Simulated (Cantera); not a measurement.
## Premixed flame

A freely propagating, adiabatic, planar premixed flame of 11.7 % CH₄, 15.2 % O₂, 73.2 % N₂, equivalence ratio 1.5, unburnt at 475 K and 101000 Pa; mixture-averaged transport, grid criteria slope 0.08 and curve 0.16, no radiation.

Detailed kinetics in Cantera: GRI-Mech 3.0 (53 species, 325 reactions). Burning velocities carry a grid error of a few per cent, more on coarse grids.

| z (mm) | T (K) | u (m/s) | x CH₄ | x O₂ | x CH₂ | x C₂H₂ | x NO | x CH₂O |
|---|---|---|---|---|---|---|---|---|
| -5.26 | 476 | 0.124 | 0.116 | 0.151 | <1e-8 | 2.50e-7 | <1e-8 | 3.57e-7 |
| -3.51 | 488 | 0.128 | 0.114 | 0.149 | <1e-8 | 3.25e-6 | <1e-8 | 4.83e-6 |
| -2.63 | 518 | 0.137 | 0.111 | 0.146 | <1e-8 | 1.51e-5 | <1e-8 | 2.28e-5 |
| -1.75 | 642 | 0.171 | 0.101 | 0.136 | <1e-8 | 9.10e-5 | 2.05e-8 | 0.000139 |
| -0.877 | 1029 | 0.280 | 0.0691 | 0.0971 | <1e-8 | 0.000513 | 2.97e-7 | 0.000650 |
| -0.439 | 1345 | 0.370 | 0.0415 | 0.0605 | 1.47e-7 | 0.00110 | 6.55e-7 | 0.000680 |
| 0 | 1636 | 0.454 | 0.0159 | 0.0230 | 4.48e-6 | 0.00253 | 1.13e-6 | 0.000226 |
| 0.439 | 1767 | 0.491 | 0.00626 | 0.00617 | 7.25e-6 | 0.00358 | 1.71e-6 | 5.72e-5 |
| 0.877 | 1805 | 0.502 | 0.00407 | 0.00191 | 3.61e-6 | 0.00372 | 2.05e-6 | 2.08e-5 |
| 1.75 | 1822 | 0.507 | 0.00315 | 0.000355 | 8.83e-7 | 0.00368 | 2.26e-6 | 6.39e-6 |
| 3.51 | 1826 | 0.508 | 0.00268 | 3.89e-5 | 2.65e-7 | 0.00352 | 2.33e-6 | 2.70e-6 |
| 7.02 | 1825 | 0.508 | 0.00225 | 2.10e-6 | 1.70e-7 | 0.00320 | 2.45e-6 | 1.86e-6 |
| 14.0 | 1822 | 0.508 | 0.00177 | 2.68e-8 | 1.23e-7 | 0.00259 | 2.83e-6 | 1.34e-6 |
x: mole fraction of selected species; z is measured from the peak of heat release.

```yaml
laminar_burning_velocity: 12.3 cm/s
thermal_thickness: 1.75 mm
peak x(CH₂): 7.79e-6
peak x(C₂H₂): 0.00372
peak x(CH₂O): 0.000751
grid_points: 115
```
